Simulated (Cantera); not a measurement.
What does this Cantera script print?

```python
import numpy as np
import cantera as ct

gas_names = """
    F FO FO2 F2 F2O H HF HOF HO2 H2 H2F2 H2O H2O2 H3F3 H4F4 H5F5 H6F6 H7F7 Mg MgF MgF2 MgH MgO MgOH
    MgO2H2 Mg2 Mg2F4 O OH O2 O3
""".split()
cond_names = """
    H2O(s) H2O(L) Mg(cr) Mg(L) MgF2(s) MgF2(L) MgO(s) MgO(L) MgO2H2(s)
""".split()


# ... load() reads the species with a 1 bar reference pressure and builds the phases ...
atoms = {
    'MgO': {'Mg': 1, 'O': 1},
    'F2': {'F': 2},
    'H2': {'H': 2},
}
top_T = {}  # K; cautious upper limits of use, not melting points


# ... equilibrate(T, P, feed) seeds the gas with the atoms and calls Mixture.equilibrate('TP', solver="gibbs", rtol=1e-10, max_steps=50000) ...
results = []
feed = {'MgO': 1, 'F2': 3.2, 'H2': 25}  # mol
P = 210  # Pa
for T in [1250, 1300, 1350, 1400, 1450, 1500, 1550, 1600, 1650, 1700, 1750]:
    mix = equilibrate(T, P, feed)
    results.append((T, P, feed, dict(zip(mix.species_names, mix.species_moles))))

top = {s: max(r[3][s] / sum(r[3][g] for g in gas_names) for r in results) for s in gas_names}
cols = sorted((s for s in top if top[s] > 0.0001), key=lambda s: -top[s])[:6]
seen = [c for c in cond_names if any(r[3].get(c, 0) > 1e-12 for r in results)]
print("log10 of partial pressures in bar; condensed amounts in mol")
print(f"{'T/K':>10s}" + "".join(f"{s[:9]:>10s}" for s in cols + seen))
for T, P, feed, n in results:
    ng = sum(n[g] for g in gas_names)
    print(f"{T:10.4g}" + "".join(f"{np.log10(max(n[s] / ng * P / 1e5, 1e-99)):10.3f}" for s in cols)
          + "".join(f"{n.get(c, 0):10.4g}" for c in seen))
```

It prints:

```
log10 of partial pressures in bar; condensed amounts in mol
       T/K        H2        HF       H2O      MgF2        Mg         H   MgF2(s)    MgO(s)
      1250    -2.778    -3.428    -4.236    -6.863   -10.929    -7.705    0.7579    0.2403
      1300    -2.783    -3.379    -4.480    -6.258    -9.905    -7.348    0.4307     0.562
      1350    -2.786    -3.353    -4.742    -5.700    -8.921    -7.016    0.2146    0.7587
      1400    -2.789    -3.339    -5.008    -5.183    -7.986    -6.707   0.04325    0.8683
      1450    -2.790    -3.341    -4.990    -4.995    -7.379    -6.419         0    0.8627
      1500    -2.790    -3.345    -4.896    -4.905    -6.892    -6.149         0    0.8293
      1550    -2.790    -3.351    -4.806    -4.825    -6.439    -5.897         0    0.7901
      1600    -2.791    -3.356    -4.719    -4.755    -6.018    -5.660         0     0.743
      1650    -2.792    -3.362    -4.630    -4.699    -5.632    -5.438         0    0.6843
      1700    -2.794    -3.368    -4.535    -4.657    -5.281    -5.229         0    0.6064
      1750    -2.798    -3.373    -4.430    -4.634    -4.967    -5.032         0    0.4972
```

Method: chemical equilibrium by Gibbs-energy minimisation in Cantera with the NASA 1993 tables (ideal gas, pure condensed phases). Mutual solubility and eutectic melting of coexisting phases are not modelled.
